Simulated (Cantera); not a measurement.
# Transport properties of process gases

Gas mixture: CO : C₂H₄ = 0.79 : 0.2 (molar parts), at 0.987 atm, frozen composition.

Cantera's kinetic-theory transport with the Lennard-Jones parameters of GRI-Mech 3.0, ideal gas; thermal conductivity in the multicomponent form. The composition is frozen, though it would react at the higher temperatures.

```tsv
T (K)	ρ (kg/m³)	cp (J/kg/K)	μ (µPa s)	λ (mW/m/K)	Pr	D (cm²/s) CH₃	D (cm²/s) H	D (cm²/s) H₂O
400	0.842	1216	19.7	32.4	0.742	0.357	1.92	0.370
550	0.613	1339	25.0	44.8	0.747	0.623	3.35	0.676
700	0.481	1450	29.7	57.4	0.749	0.943	5.08	1.05
850	0.396	1542	33.9	69.6	0.750	1.31	7.06	1.49
1000	0.337	1623	37.8	81.7	0.752	1.73	9.28	1.99
1150	0.293	1687	41.5	93.2	0.752	2.18	11.7	2.53
1300	0.259	1740	45.0	104	0.752	2.68	14.4	3.13
```
D: mixture-averaged diffusion coefficient of that species in the mixture.
